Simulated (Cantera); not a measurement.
Input: 1 mol Si2H6, 0.49 mol CO2, at 0.133 bar.

Equilibrium computed with Cantera from the NASA thermochemical tables; the gas is ideal and each condensed phase is pure. Candidate condensed phases: C, C6H6, C7H8, C8H18, H2O, Si, SiC, SiO2; 123 gas species. The feed counts by its element totals alone. The numbers say what is thermodynamically allowed, not how fast it happens.

Question: Which condensed phases are stable at each of these points (T (K)): 550, 600, 650, 700, 750, 800, 850?

Answer: 
```json
[
 {"T (K)": "550", "condensed phases": "Si(s) + SiC(s) + SiO2(α-quartz)", "Si condensed (%)": "100.0"},
 {"T (K)": "600", "condensed phases": "Si(s) + SiC(s) + SiO2(α-quartz)", "Si condensed (%)": "100.0"},
 {"T (K)": "650", "condensed phases": "Si(s) + SiC(s) + SiO2(α-quartz)", "Si condensed (%)": "100.0"},
 {"T (K)": "700", "condensed phases": "Si(s) + SiC(s) + SiO2(α-quartz)", "Si condensed (%)": "100.0"},
 {"T (K)": "750", "condensed phases": "Si(s) + SiC(s) + SiO2(α-quartz)", "Si condensed (%)": "100.0"},
 {"T (K)": "800", "condensed phases": "Si(s) + SiC(s) + SiO2(α-quartz)", "Si condensed (%)": "100.0"},
 {"T (K)": "850", "condensed phases": "Si(s) + SiC(s) + SiO2(β-quartz)", "Si condensed (%)": "100.0"}
]
```

From 550 K to 800 K the condensed part is Si(s) + SiC(s) + SiO2(α-quartz). At 850 K the condensed part is Si(s) + SiC(s) + SiO2(β-quartz).
